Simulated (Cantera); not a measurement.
A freely propagating, adiabatic, planar premixed flame of CH4 : O2 : N2 = 1 : 1.43 : 5.14 (molar parts), equivalence ratio 1.4, unburnt at 500 K and 120 Torr; mixture-averaged transport, grid criteria slope 0.08 and curve 0.16, no radiation.

Cantera simulation using GRI-Mech 3.0 (53 species, 325 reactions); the numbers are that mechanism's predictions, not measurements. Burning velocities carry a grid error of a few per cent, more on coarse grids.

x: mole fraction of selected species; z is measured from the peak of heat release.

| z (mm) | T (K) | u (m/s) | x CH4 | x O2 | x CH3 | x O | x C2H6 | x H2O2 |
|---|---|---|---|---|---|---|---|---|
| -6.63 | 500 | 0.886 | 0.132 | 0.188 | 2.20e-8 | <1e-8 | … | <1e-8 |
| -4.42 | 502 | 0.894 | 0.131 | 0.187 | 3.58e-7 | <1e-8 | … | 8.56e-8 |
| -3.32 | 514 | 0.921 | 0.129 | 0.186 | 2.33e-6 | 1.80e-8 | … | 5.03e-7 |
| -2.21 | 607 | 1.10 | 0.121 | 0.178 | 2.89e-5 | 3.86e-7 | … | 2.07e-6 |
| -1.11 | 1069 | 2.00 | 0.0817 | 0.136 | 0.00111 | 1.71e-5 | … | 3.67e-6 |
| -0.553 | 1463 | 2.78 | 0.0445 | 0.0910 | 0.00453 | 0.000104 | … | 2.96e-6 |
| 0 | 1804 | 3.47 | 0.0130 | 0.0435 | 0.00508 | 0.000364 | … | 1.01e-6 |
| 0.553 | 1975 | 3.82 | 0.00196 | 0.0159 | 0.00175 | 0.000600 | … | 1.83e-7 |
| 1.11 | 2027 | 3.92 | 0.000224 | 0.00546 | 0.000318 | 0.000641 | … | 2.86e-8 |
| 2.21 | 2046 | 3.94 | 3.60e-6 | 0.00117 | 7.35e-6 | 0.000592 | <1e-8 | 1.33e-8 |
| 4.42 | 2053 | 3.95 | <1e-8 | 0.000669 | 2.06e-8 | 0.000538 | <1e-8 | 1.18e-8 |
| 8.85 | 2061 | 3.96 | <1e-8 | 0.000588 | <1e-8 | 0.000480 | <1e-8 | 1.07e-8 |
| 17.7 | 2072 | 3.98 | <1e-8 | 0.000484 | <1e-8 | 0.000394 | <1e-8 | <1e-8 |

Problem. Fill in the missing entries.

Solution. 
- -6.63, x C2H6: 2.96e-8
- -4.42, x C2H6: 9.96e-7
- -3.32, x C2H6: 1.06e-5
- -2.21, x C2H6: 0.000201
- -1.11, x C2H6: 0.00191
- -0.553, x C2H6: 0.00149
- 0, x C2H6: 0.000154
- 0.553, x C2H6: 2.94e-6
- 1.11, x C2H6: 4.79e-8
